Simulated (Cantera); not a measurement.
Fe3O4 + C + CO (carbothermic reduction)

Feed: 1 mol Fe3O4, 4.7 mol C, 0.026 mol CO, equilibrated at 2148 K.

Method: chemical equilibrium by Gibbs-energy minimisation in Cantera with the NASA 1993 tables (ideal gas, pure condensed phases). Candidate condensed phases: C, Fe, Fe(CO)5, FeO, Fe2O3, Fe3O4; 15 gas species. Iron dissolves carbon and melts from about 1420 K in contact with it, which pure phases cannot show. Condensed phases not in the tables: cementite and carbon dissolved in iron. Rates play no part.

```
P (Pa)    x CO      x Fe     x CO2      x C3       x C      x C2    x C2O  n C(graphite)  n Fe(l)
-------  -----  --------  --------  --------  --------  --------  -------  -------------  -------
10       0.573     0.427  4.36e-10   8.21e-6   5.92e-6   7.10e-7  6.03e-9          0.700        0
100      0.573     0.427   4.36e-9   8.21e-7   5.92e-7   7.10e-8  6.03e-9          0.700        0
1000     0.830     0.170   9.15e-8   8.21e-8   5.92e-8   7.10e-9  8.73e-9          0.700     2.17
10000    0.983    0.0170   1.28e-6   8.21e-9   5.92e-9  7.10e-10  1.03e-8          0.700     2.93
100000   0.998   0.00170   1.32e-5  8.21e-10  5.92e-10  7.10e-11  1.05e-8          0.700     2.99
1000000  1.000  0.000170  0.000133  8.21e-11  5.92e-11  7.10e-12  1.05e-8          0.701     3.00
```
x: gas mole fraction; n: condensed amount in mol.

From 10.0 Pa to 1.00 mbar the condensed part is C(graphite). From 10.0 mbar to 10.0 bar the condensed part is C(graphite) + Fe(l). The main Fe-bearing gas is Fe throughout.
